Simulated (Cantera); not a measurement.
# Premixed flame

A freely propagating, adiabatic, planar premixed flame of 45.7 % H₂, 11.4 % O₂, 42.9 % N₂, equivalence ratio 2.0, unburnt at 400 K and 1.50 bar; multicomponent+Soret transport, grid criteria slope 0.08 and curve 0.16, no radiation.

Detailed kinetics in Cantera: the H2/O2 subset of GRI-Mech 3.0, which has no nitrogen chemistry. Burning velocities carry a grid error of a few per cent, more on coarse grids.

```
z (mm)   T (K)  u (m/s)   x H₂      x O₂    x H₂O   x H₂O₂      x H      x OH
-------  -----  -------  -----  --------  -------  -------  -------  --------
-0.645     400     4.45  0.457     0.114    <1e-8    <1e-8    <1e-8     <1e-8
-0.430     400     4.45  0.457     0.114    <1e-8    <1e-8    <1e-8     <1e-8
-0.322     400     4.45  0.457     0.114  1.54e-8    <1e-8    <1e-8     <1e-8
-0.215     400     4.45  0.456     0.114  1.01e-6  1.08e-8    <1e-8     <1e-8
-0.107     436     4.67  0.432     0.119  0.00108  1.67e-5  3.23e-5   4.11e-5
-0.0537    733     7.60  0.394     0.111   0.0259  6.51e-5  0.00466  0.000889
0         1146     11.7  0.328    0.0791   0.0942  8.65e-6   0.0285   0.00148
0.0537    1433     14.6  0.254    0.0327    0.182  1.65e-6   0.0575   0.00302
0.107     1575     16.0  0.221   0.00912    0.227  8.86e-7   0.0682   0.00350
0.215     1696     17.2  0.215  0.000998    0.244  5.02e-7   0.0631   0.00371
0.430     1808     18.2  0.224  0.000313    0.248  2.87e-7   0.0495   0.00367
0.860     1912     19.1  0.233  0.000175    0.250  1.48e-7   0.0355   0.00321
1.72      1995     19.8  0.240   8.45e-5    0.253  7.25e-8   0.0238   0.00248
```
x: mole fraction of selected species; z is measured from the peak of heat release.

```
Quantity                     Value
------------------------  --------
laminar burning velocity  445 cm/s
thermal thickness         0.215 mm
peak x(H₂O₂)               7.06e-5
peak x(H)                   0.0686
peak x(OH)                 0.00374
grid points                    123
```
